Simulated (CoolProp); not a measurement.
Saturation properties of c-C4F8 (RC318).

Model: reference Helmholtz-energy equation of state, Platzer 1990, in CoolProp. This equation is an older, rougher fit; its heat capacities, sound speeds and derivatives of the liquid may be far off and weren't checked against measurements.

```json
[
 {"T (°C)": "-5.15", "p (kPa)": "104.8", "liquid density (kg/m³)": "1612", "enthalpy of vaporisation (kJ/kg)": "116.5", "vapour Z": "0.9551", "surface tension (mN/m)": "11.7", "liquid viscosity (µPa s)": "574"},
 {"T (°C)": "0.95", "p (kPa)": "133.8", "liquid density (kg/m³)": "1590", "enthalpy of vaporisation (kJ/kg)": "114.2", "vapour Z": "0.9462", "surface tension (mN/m)": "11.0", "liquid viscosity (µPa s)": "521"},
 {"T (°C)": "6.95", "p (kPa)": "168.0", "liquid density (kg/m³)": "1568", "enthalpy of vaporisation (kJ/kg)": "111.8", "vapour Z": "0.9363", "surface tension (mN/m)": "10.3", "liquid viscosity (µPa s)": "475"},
 {"T (°C)": "13.05", "p (kPa)": "209.4", "liquid density (kg/m³)": "1545", "enthalpy of vaporisation (kJ/kg)": "109.4", "vapour Z": "0.9250", "surface tension (mN/m)": "9.55", "liquid viscosity (µPa s)": "433"},
 {"T (°C)": "19.05", "p (kPa)": "257.2", "liquid density (kg/m³)": "1522", "enthalpy of vaporisation (kJ/kg)": "106.8", "vapour Z": "0.9128", "surface tension (mN/m)": "8.86", "liquid viscosity (µPa s)": "396"},
 {"T (°C)": "25.15", "p (kPa)": "314.0", "liquid density (kg/m³)": "1498", "enthalpy of vaporisation (kJ/kg)": "104.2", "vapour Z": "0.8990", "surface tension (mN/m)": "8.16", "liquid viscosity (µPa s)": "362"},
 {"T (°C)": "31.25", "p (kPa)": "379.8", "liquid density (kg/m³)": "1473", "enthalpy of vaporisation (kJ/kg)": "101.4", "vapour Z": "0.8839", "surface tension (mN/m)": "7.48", "liquid viscosity (µPa s)": "331"},
 {"T (°C)": "37.25", "p (kPa)": "454.2", "liquid density (kg/m³)": "1447", "enthalpy of vaporisation (kJ/kg)": "98.48", "vapour Z": "0.8676", "surface tension (mN/m)": "6.81", "liquid viscosity (µPa s)": "303"},
 {"T (°C)": "43.35", "p (kPa)": "540.6", "liquid density (kg/m³)": "1420", "enthalpy of vaporisation (kJ/kg)": "95.39", "vapour Z": "0.8495", "surface tension (mN/m)": "6.15", "liquid viscosity (µPa s)": "277"},
 {"T (°C)": "49.45", "p (kPa)": "638.7", "liquid density (kg/m³)": "1392", "enthalpy of vaporisation (kJ/kg)": "92.13", "vapour Z": "0.8297", "surface tension (mN/m)": "5.51", "liquid viscosity (µPa s)": "254"},
 {"T (°C)": "55.45", "p (kPa)": "747.6", "liquid density (kg/m³)": "1363", "enthalpy of vaporisation (kJ/kg)": "88.72", "vapour Z": "0.8085", "surface tension (mN/m)": "4.89", "liquid viscosity (µPa s)": "232"},
 {"T (°C)": "61.55", "p (kPa)": "872.0", "liquid density (kg/m³)": "1332", "enthalpy of vaporisation (kJ/kg)": "85.03", "vapour Z": "0.7851", "surface tension (mN/m)": "4.27", "liquid viscosity (µPa s)": "212"},
 {"T (°C)": "67.65", "p (kPa)": "1011", "liquid density (kg/m³)": "1299", "enthalpy of vaporisation (kJ/kg)": "81.07", "vapour Z": "0.7594", "surface tension (mN/m)": "3.67", "liquid viscosity (µPa s)": "193"}
]
```

It boils at -6.0 °C under 1 atm.

Viscosity comes from a separate model (Huber 2003), an estimate that may be off by 10 % or more. Surface tension comes from a separate correlation (Mulero 2012).
